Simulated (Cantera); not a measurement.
Input: 1 mol Si, 2.8 mol Cl2, 11 mol H2, at 0.100 bar.

These are equilibrium values from Cantera (NASA tables, ideal gas, pure condensed phases), not measurements of a reactor. Candidate condensed phases: Si; 19 gas species. The tables' values for SiCl3 are old estimates; treat these amounts as uncertain. Rates play no part.

Question: At 1375 K, list the 4 most abundant gas species with their mole fractions, and the condensed phases.

Answer: H2 0.726, HCl 0.199, SiCl2 0.0294, SiCl4 0.0265. Condensed: gas only.
